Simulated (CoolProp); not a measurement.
Saturation properties of sulfur hexafluoride.

The numbers come from the reference Helmholtz-energy equation of state, Guder 2009 in CoolProp.

```json
[
 {"T (K)": "229.3", "p (bar)": "2.930", "vapour density (kg/m³)": "24.48", "liquid viscosity (µPa s)": "377"},
 {"T (K)": "233.8", "p (bar)": "3.494", "vapour density (kg/m³)": "28.98", "liquid viscosity (µPa s)": "353"},
 {"T (K)": "238.3", "p (bar)": "4.136", "vapour density (kg/m³)": "34.10", "liquid viscosity (µPa s)": "329"},
 {"T (K)": "242.8", "p (bar)": "4.863", "vapour density (kg/m³)": "39.91", "liquid viscosity (µPa s)": "306"},
 {"T (K)": "247.4", "p (bar)": "5.701", "vapour density (kg/m³)": "46.66", "liquid viscosity (µPa s)": "285"},
 {"T (K)": "251.9", "p (bar)": "6.620", "vapour density (kg/m³)": "54.13", "liquid viscosity (µPa s)": "264"},
 {"T (K)": "256.4", "p (bar)": "7.645", "vapour density (kg/m³)": "62.57", "liquid viscosity (µPa s)": "245"},
 {"T (K)": "261", "p (bar)": "8.810", "vapour density (kg/m³)": "72.33", "liquid viscosity (µPa s)": "227"},
 {"T (K)": "265.5", "p (bar)": "10.07", "vapour density (kg/m³)": "83.12", "liquid viscosity (µPa s)": "211"},
 {"T (K)": "270", "p (bar)": "11.46", "vapour density (kg/m³)": "95.32", "liquid viscosity (µPa s)": "195"},
 {"T (K)": "274.5", "p (bar)": "12.99", "vapour density (kg/m³)": "109.2", "liquid viscosity (µPa s)": "180"},
 {"T (K)": "279.1", "p (bar)": "14.70", "vapour density (kg/m³)": "125.3", "liquid viscosity (µPa s)": "167"},
 {"T (K)": "283.6", "p (bar)": "16.53", "vapour density (kg/m³)": "143.3", "liquid viscosity (µPa s)": "154"}
]
```

Viscosity comes from a separate model (Quiñones-Cisneros 2012).
